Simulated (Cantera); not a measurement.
Input (Python, Cantera) and output of one run.

```python
import numpy as np
import cantera as ct

gas_names = [...]  # 87 gases of nasa_gas.yaml made of C, H, Si
cond_names = """
    C(gr) C6H6(L) C7H8(L) C8H18(L),n-octa Si(cr) Si(L) SiC(b)
""".split()


# ... load() reads the species with a 1 bar reference pressure and builds the phases ...
atoms = {
    'CH3SiH3': {'C': 1, 'H': 6, 'Si': 1},
    'C2H4': {'C': 2, 'H': 4},
    'H2': {'H': 2},
}
top_T = {'C(gr)': 4500, 'SiC(b)': 3050}  # K; cautious upper limits of use, not melting points


# ... equilibrate(T, P, feed) seeds the gas with the atoms and calls Mixture.equilibrate('TP', solver="vcs", rtol=1e-11, max_steps=5000) ...
results = []
feed = {'CH3SiH3': 1, 'C2H4': 1.1, 'H2': 31}  # mol
P = 130  # Pa
for T in [1923, 1973, 2023, 2073, 2123, 2173, 2223, 2273, 2323, 2373, 2423, 2473, 2523]:
    mix = equilibrate(T, P, feed)
    results.append((T, P, feed, dict(zip(mix.species_names, mix.species_moles))))
    x = sorted(zip(gas.X, gas.species_names), reverse=True)
    print(f"T = {T:g} K  P = {P:g} Pa  gas = {mix.phase_moles(0):.4g} mol")
    print("   x: " + "  ".join(f"{s} {v:.3e}" for v, s in x if v > 0.0001))
    print("   condensed (mol): " + ("  ".join(f"{mix.phase(i).name} {mix.phase_moles(i):.4g}"
          for i in range(1, mix.n_phases) if mix.phase_moles(i) > 1e-12) or "none"))
```

Result:

```
T = 1923 K  P = 130 Pa  gas = 36.69 mol
   x: H2 9.732e-01  H 2.578e-02  Si 5.320e-04  C2H2,acetylene 4.393e-04
   condensed (mol): C(gr) 2.188  SiC(b) 0.9785
T = 1973 K  P = 130 Pa  gas = 36.93 mol
   x: H2 9.614e-01  H 3.669e-02  Si 1.203e-03  C2H2,acetylene 6.158e-04
   condensed (mol): C(gr) 2.2  SiC(b) 0.9505
T = 2023 K  P = 130 Pa  gas = 37.26 mol
   x: H2 9.451e-01  H 5.121e-02  Si 2.610e-03  C2H2,acetylene 8.442e-04  SiC2 1.201e-04
   condensed (mol): C(gr) 2.235  SiC(b) 0.8898
T = 2073 K  P = 130 Pa  gas = 37.75 mol
   x: H2 9.227e-01  H 7.007e-02  Si 5.454e-03  C2H2,acetylene 1.131e-03  SiC2 3.133e-04  Si2C 2.011e-04  SiH 1.086e-04
   condensed (mol): C(gr) 2.321  SiC(b) 0.7622
T = 2123 K  P = 130 Pa  gas = 38.49 mol
   x: H2 8.920e-01  H 9.398e-02  Si 1.100e-02  C2H2,acetylene 1.477e-03  SiC2 7.801e-04  Si2C 4.907e-04  SiH 1.937e-04
   condensed (mol): C(gr) 2.507  SiC(b) 0.4997
T = 2173 K  P = 130 Pa  gas = 39.59 mol
   x: H2 8.505e-01  H 1.234e-01  Si 2.087e-02  C2H2,acetylene 1.877e-03  SiC2 1.808e-03  Si2C 1.083e-03  SiH 3.240e-04
   condensed (mol): C(gr) 2.864
T = 2223 K  P = 130 Pa  gas = 40.4 mol
   x: H2 8.133e-01  H 1.602e-01  Si 2.086e-02  C2H2,acetylene 2.360e-03  SiC2 2.186e-03  Si2C 6.785e-04  SiH 2.872e-04
   condensed (mol): C(gr) 2.803
T = 2273 K  P = 130 Pa  gas = 41.41 mol
   x: H2 7.690e-01  H 2.043e-01  Si 2.045e-02  C2H2,acetylene 2.899e-03  SiC2 2.569e-03  Si2C 4.172e-04  SiH 2.494e-04
   condensed (mol): C(gr) 2.725
T = 2323 K  P = 130 Pa  gas = 42.64 mol
   x: H2 7.174e-01  H 2.558e-01  Si 1.975e-02  C2H2,acetylene 3.474e-03  SiC2 2.950e-03  Si2C 2.536e-04  SiH 2.127e-04
   condensed (mol): C(gr) 2.632
T = 2373 K  P = 130 Pa  gas = 44.13 mol
   x: H2 6.588e-01  H 3.144e-01  Si 1.884e-02  C2H2,acetylene 4.053e-03  SiC2 3.318e-03  SiH 1.784e-04  Si2C 1.530e-04  C2H 1.045e-04
   condensed (mol): C(gr) 2.524
T = 2423 K  P = 130 Pa  gas = 45.9 mol
   x: H2 5.943e-01  H 3.791e-01  Si 1.777e-02  C2H2,acetylene 4.598e-03  SiC2 3.665e-03  C2H 1.779e-04  SiH 1.472e-04  C3 1.109e-04
   condensed (mol): C(gr) 2.399
T = 2473 K  P = 130 Pa  gas = 47.97 mol
   x: H2 5.252e-01  H 4.482e-01  Si 1.662e-02  C2H2,acetylene 5.064e-03  SiC2 3.984e-03  C2H 2.929e-04  C3 2.500e-04  SiH 1.196e-04
   condensed (mol): C(gr) 2.254
T = 2523 K  P = 130 Pa  gas = 50.31 mol
   x: H 5.194e-01  H2 4.541e-01  Si 1.543e-02  C2H2,acetylene 5.407e-03  SiC2 4.273e-03  C3 5.450e-04  C2H 4.661e-04  C 1.751e-04
   condensed (mol): C(gr) 2.074
```

Cantera equilibrium calculation (NASA polynomials, part measured and part estimated; ideal gas, pure solids and liquids). The feed counts by its element totals alone. Gases not in the tables: Si2H6 and higher silanes.
